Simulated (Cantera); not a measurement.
An adiabatic, constant-volume homogeneous reactor starts with CH4 : CO : O2 : N2 : CO2 = 1 : 1.3 : 3.19 : 12 : 4.1 (molar parts), equivalence ratio 0.83, at 1475 K and 0.360 bar.

Detailed kinetics in Cantera: GRI-Mech 3.0 (53 species, 325 reactions).

Task: Predict: time of steepest temperature rise; temperature at 3.00 s; equilibrium temperature; x(CO) at 3.00 s; x(O2) at 3.00 s; x(CO2) at 3.00 s; x(NO) at 3.00 s; x(H2O2) at 3.00 s.

Result: 
| Property | Result |
|---|---|
| time of steepest temperature rise | 3.58 ms |
| temperature at 3.00 s | 2485 K |
| equilibrium temperature | 2485 K |
| x(CO) at 3.00 s | 0.0512 (gas-phase equilibrium 0.0512) |
| x(O2) at 3.00 s | 0.0439 (gas-phase equilibrium 0.0439) |
| x(CO2) at 3.00 s | 0.244 (gas-phase equilibrium 0.244) |
| x(NO) at 3.00 s | 0.00858 (gas-phase equilibrium 0.00858) |
| x(H2O2) at 3.00 s | 9.35e-8 (gas-phase equilibrium 9.35e-8) |
